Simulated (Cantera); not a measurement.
A closed system holds: 1 mol SrCl₂, 3.8 mol HCl, 3 mol N₂, equilibrated at 1825 K and 0.640 bar.

Cantera equilibrium calculation (NASA polynomials, part measured and part estimated; ideal gas, pure solids and liquids). Candidate condensed phases: NH₄Cl, Sr, SrCl₂; 15 gas species. The numbers say what is thermodynamically allowed, not how fast it happens.

Base state: HCl 0.532, N₂ 0.423, SrCl₂ 0.0379, Cl 0.00457, H₂ 0.00238, Cl₂ 0.000106, H 2.69e-5 (mole fractions); condensed: SrCl₂(l).

Task: What changes in the equilibrium state with this change: temperature from 1825 K to 1350 K?

Result: 
```
species          before     after
-------------  --------  --------
HCl               0.532     0.559
N₂                0.423     0.441
Cl              0.00457  0.000137
SrCl₂            0.0379   5.26e-5
H               2.69e-5   3.01e-8
H₂              0.00238  0.000102
Cl₂            0.000106   3.32e-5
SrCl₂(l), mol     0.731     1.000
```
